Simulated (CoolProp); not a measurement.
Vapour-liquid equilibrium of dimethyl ether (1) + n-hexane (2) at 272.4 K; x and y are mole fractions of (1).

The numbers come from the multi-fluid Helmholtz-energy mixture model, Wu 2011 and Thol 2019; pair parameters Bell 2016 in CoolProp.

Task: Give the bubble pressure and the first vapour's composition at x = 0.25, 0.45, 0.55. Is there an azeotrope?

Result: x = 0.25: 92.97 kPa, y = 0.949; x = 0.45: 144.6 kPa, y = 0.973; x = 0.55: 165.5 kPa, y = 0.979. No azeotrope shows between x = 0.05 and 0.95.

Pair parameters are fitted to limited data, so mixtures are less certain than the pure fluids.
